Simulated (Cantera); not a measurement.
**Thermodynamics of carbon deposition, reforming and gasification, feed C3H6 + O2**

Input: 1 mol C3H6, 0.063 mol O2, held at 23.0 mbar.

Equilibrium computed with Cantera from the NASA thermochemical tables; the gas is ideal and each condensed phase is pure. Candidate condensed phases: C, C6H6, C7H8, C8H18, H2O; 131 gas species. Ions and electrons are included (thermal ionisation). The numbers say what is thermodynamically allowed, not how fast it happens.

| T (K) | x H2 | x H | x C | x C3 | x CO | x C2 | x C2H2 (acetylene) | x C2H | n C(graphite) |
|---|---|---|---|---|---|---|---|---|---|
| 2500 | 0.805 | 0.149 | 7.24e-6 | 2.16e-5 | 0.0373 | 1.99e-6 | 0.00871 | 0.000116 | 2.81 |
| 2750 | 0.599 | 0.349 | 0.000164 | 0.000734 | 0.0332 | 7.09e-5 | 0.0168 | 0.00114 | 2.72 |
| 3000 | 0.330 | 0.598 | 0.00220 | 0.0136 | 0.0274 | 0.00138 | 0.0205 | 0.00639 | 2.40 |
| 3250 | 0.108 | 0.697 | 0.0177 | 0.112 | 0.0200 | 0.0134 | 0.0105 | 0.0161 | 0 |
| 3500 | 0.0382 | 0.761 | 0.0538 | 0.0919 | 0.0178 | 0.0247 | 0.00142 | 0.00893 | 0 |
| 3750 | 0.0128 | 0.749 | 0.127 | 0.0560 | 0.0164 | 0.0339 | 0.000169 | 0.00394 | 0 |
| 4000 | 0.00453 | 0.708 | 0.221 | 0.0200 | 0.0151 | 0.0300 | 1.63e-5 | 0.00124 | 0 |
| 4250 | 0.00185 | 0.680 | 0.282 | 0.00387 | 0.0144 | 0.0166 | 1.30e-6 | 0.000278 | 0 |
| 4500 | 0.000867 | 0.671 | 0.306 | 0.000593 | 0.0141 | 0.00739 | 1.08e-7 | 5.69e-5 | 0 |
| 4750 | 0.000447 | 0.668 | 0.314 | 9.68e-5 | 0.0140 | 0.00328 | 1.09e-8 | 1.27e-5 | 0 |
| 5000 | 0.000247 | 0.667 | 0.317 | 1.82e-5 | 0.0138 | 0.00154 | 1.35e-9 | 3.19e-6 | 0 |
x: gas mole fraction; n: condensed amount in mol.

From 2500 K to 3000 K the condensed part is C(graphite). From 3250 K to 5000 K nothing is condensed. The main C-bearing gas is CO at 2500 K and C at 5000 K.
